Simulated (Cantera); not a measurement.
An isothermal, constant-pressure homogeneous reactor starts with N₂O = 1 (molar parts), at 1298 K and 101000 Pa.

Model: GRI-Mech 3.0 (53 species, 325 reactions), integrated in Cantera. GRI-Mech 3.0 was tuned for natural gas; its chemistry of N2O as a main component is partial and can be far from experiment. The mechanism lacks the step 2 NO + O2 → 2 NO2, which can matter for NO2 below about 1400 K. The temperature is held fixed by assumption; the heat of reaction is taken as removed at once.

**Question.** Predict: x(N₂O) at 10.0 s; x(NO₂) at 10.0 s; x(O₂) at 10.0 s; x(NO) at 10.0 s; x(N₂) at 10.0 s; x(O) at 10.0 s.

**Answer.** 
```json
{
  "x(N₂O) at 10.0 s": "1.49e-6 (gas-phase equilibrium 2.80e-8)",
  "x(NO₂) at 10.0 s": "0.000944 (gas-phase equilibrium 6.29e-6)",
  "x(O₂) at 10.0 s": "0.296 (gas-phase equilibrium 0.333)",
  "x(NO) at 10.0 s": "0.0724 (gas-phase equilibrium 0.000455)",
  "x(N₂) at 10.0 s": "0.630 (gas-phase equilibrium 0.666)",
  "x(O) at 10.0 s": "9.29e-8 (gas-phase equilibrium 9.85e-8)"
}
```
